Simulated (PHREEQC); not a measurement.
Consider water at 20 °C with 0.13 mol KBr, 0.0036 mol NH4F and 0.051 mol Na2SO4 per kg of water. Closed to the air; pH follows from the charge balance.

Computed with PHREEQC (ion-association model, wateq4f.dat).

```
Item                       Value
-----------------  -------------
pH                          6.39
ionic strength     0.261 mol/kgw
activity of water          0.993
```

| species | molality | activity | log γ |
|---|---|---|---|
| Br- | 0.130 | 0.0961 | -0.131 |
| K+ | 0.122 | 0.0849 | -0.159 |
| Na+ | 0.0971 | 0.0711 | -0.135 |
| SO4-2 | 0.0382 | 0.0102 | -0.573 |
| KSO4- | 0.00761 | 0.00557 | -0.136 |
| NaSO4- | 0.00481 | 0.00352 | -0.136 |
| F- | 0.00351 | 0.00241 | -0.163 |
| NH4+ | 0.00317 | 0.00234 | -0.131 |
| NH4SO4- | 0.000426 | 0.000308 | -0.141 |
| NaF | 9.29e-5 | 9.86e-5 | 0.026 |
| NH3 | 2.29e-6 | 2.29e-6 | 0.000 |
| HF | 1.27e-6 | 1.35e-6 | 0.026 |
| H+ | 5.17e-7 | 4.08e-7 | -0.103 |
| HSO4- | 5.10e-7 | 3.63e-7 | -0.147 |
| OH- | 2.41e-8 | 1.65e-8 | -0.163 |

This is a speciation only: nothing precipitates in the calculation. Complexes and solids missing from the database can't appear.
